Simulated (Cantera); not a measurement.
# Si + SF6 + N2 + NF3 (silicon etching in halogen gases)

Feed: 1 mol Si, 1.3 mol SF6, 19 mol N2, 1.5 mol NF3, at 1330 Pa.

Cantera equilibrium calculation (NASA polynomials, part measured and part estimated; ideal gas, pure solids and liquids). Candidate condensed phases: S, Si, Si3N4; 29 gas species. Kinetics and transport are ignored.

```json
[
 {"T (K)": "625", "log p N2": "-1.93", "log p SF6": "-3.11", "log p SiF4": "-3.22", "log p F": "-5.85", "log p F2": "-4.56", "log p NF3": "-4.09"},
 {"T (K)": "700", "log p N2": "-1.93", "log p SF6": "-3.11", "log p SiF4": "-3.22", "log p F": "-4.86", "log p F2": "-4.03", "log p NF3": "-4.48"},
 {"T (K)": "775", "log p N2": "-1.93", "log p SF6": "-3.11", "log p SiF4": "-3.22", "log p F": "-4.23", "log p F2": "-3.95", "log p NF3": "-5.31"},
 {"T (K)": "850", "log p N2": "-1.93", "log p SF6": "-3.11", "log p SiF4": "-3.23", "log p F": "-3.83", "log p F2": "-4.13", "log p NF3": "-6.35"},
 {"T (K)": "925", "log p N2": "-1.93", "log p SF6": "-3.11", "log p SiF4": "-3.23", "log p F": "-3.62", "log p F2": "-4.53", "log p NF3": "-7.61"},
 {"T (K)": "1000", "log p N2": "-1.93", "log p SF6": "-3.11", "log p SiF4": "-3.23", "log p F": "-3.55", "log p F2": "-5.09", "log p NF3": "-8.99"},
 {"T (K)": "1075", "log p N2": "-1.93", "log p SF6": "-3.11", "log p SiF4": "-3.23", "log p F": "-3.54", "log p F2": "-5.66", "log p NF3": "-10.31"},
 {"T (K)": "1150", "log p N2": "-1.93", "log p SF6": "-3.11", "log p SiF4": "-3.23", "log p F": "-3.53", "log p F2": "-6.17", "log p NF3": "-11.49"},
 {"T (K)": "1225", "log p N2": "-1.93", "log p SF6": "-3.12", "log p SiF4": "-3.23", "log p F": "-3.50", "log p F2": "-6.57", "log p NF3": "-12.45"}
]
```
log p: log10 of the partial pressure in bar; nothing condenses.

From 625 K to 1225 K nothing is condensed. The main Si-bearing gas is SiF4 throughout.
